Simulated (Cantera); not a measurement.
# Premixed flame

A freely propagating, adiabatic, planar premixed flame of 36.3 % H2, 12.1 % O2, 45.4 % N2, 6.18 % H2O, unburnt at 700 K and 0.987 atm; mixture-averaged transport, grid criteria slope 0.08 and curve 0.16, no radiation.

Detailed kinetics in Cantera: the H2/O2 subset of GRI-Mech 3.0, which has no nitrogen chemistry. Burning velocities carry a grid error of a few per cent, more on coarse grids.

```
z (mm)  T (K)  u (m/s)   x H2     x O2       x H     x HO2      x OH   x H2O
------  -----  -------  -----  -------  --------  --------  --------  ------
-1.41     700     10.9  0.363    0.121     <1e-8     <1e-8     <1e-8  0.0618
-0.938    700     10.9  0.363    0.121     <1e-8     <1e-8     <1e-8  0.0618
-0.704    700     10.9  0.363    0.121     <1e-8     <1e-8     <1e-8  0.0618
-0.469    700     10.9  0.363    0.121   1.52e-7   8.46e-7     <1e-8  0.0618
-0.235    712     11.0  0.361    0.121  0.000247  0.000215   3.85e-5  0.0625
-0.117    869     13.3  0.335    0.116   0.00672  0.000208  0.000628  0.0780
0        1265     18.7  0.233   0.0788    0.0455   8.66e-5   0.00325   0.160
0.117    1556     22.7  0.137   0.0248    0.0790   2.46e-5   0.00815   0.261
0.235    1688     24.5  0.117  0.00997    0.0797   9.25e-6    0.0105   0.290
0.469    1823     26.2  0.118  0.00610    0.0674   5.18e-6    0.0119   0.300
0.938    1964     27.9  0.122  0.00430    0.0523   3.36e-6    0.0123   0.308
1.88     2098     29.5  0.126  0.00270    0.0382   2.02e-6    0.0114   0.317
3.75     2213     30.8  0.129  0.00146    0.0262   1.11e-6   0.00943   0.326
```
x: mole fraction of selected species; z is measured from the peak of heat release.

```
Quantity                     Result
------------------------  ---------
laminar burning velocity  1090 cm/s
thermal thickness          0.469 mm
peak x(H)                    0.0815
peak x(HO2)                0.000279
peak x(OH)                   0.0123
grid points                     135
```
